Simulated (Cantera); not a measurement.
What does this Cantera script print?

```python
import numpy as np
import cantera as ct

gas = ct.Solution("gri30.yaml")


def delay(T, t_max=10):
    gas.TPX = T, 500000, {'CO': 1, 'H2': 0.066, 'O2': 0.381, 'N2': 1.43}
    reactor = ct.IdealGasReactor(gas, clone=False)
    net = ct.ReactorNet([reactor])
    net.rtol, net.atol = 1e-8, 1e-16
    while net.time < t_max:
        t_old, T_old = net.time, reactor.T
        net.step()
        if reactor.T > T + 400:  # ignition: a rise of 400 K
            return t_old + (T + 400 - T_old) / (reactor.T - T_old) * (net.time - t_old)
    return np.nan


taus = []
for T in [975, 1025, 1075, 1125, 1175, 1225, 1275, 1325, 1375, 1425]:
    taus.append(delay(T))
    print(f"T0 = {T:6g} K   tau = {taus[-1]:.4e} s")
```

It prints:

```
T0 =    975 K   tau = 4.7441e-03 s
T0 =   1025 K   tau = 1.2624e-03 s
T0 =   1075 K   tau = 3.5041e-04 s
T0 =   1125 K   tau = 1.1237e-04 s
T0 =   1175 K   tau = 5.0773e-05 s
T0 =   1225 K   tau = 3.0000e-05 s
T0 =   1275 K   tau = 2.0694e-05 s
T0 =   1325 K   tau = 1.5660e-05 s
T0 =   1375 K   tau = 1.2589e-05 s
T0 =   1425 K   tau = 1.0560e-05 s
```

Cantera simulation using GRI-Mech 3.0 (53 species, 325 reactions); the numbers are that mechanism's predictions, not measurements. The hydrogen kinetics of GRI-Mech 3.0 are dated; newer H2 mechanisms differ, most at raised pressure. Where the delays flatten at high temperature, the 400 K rule measures the pace of heat release, not the induction time.
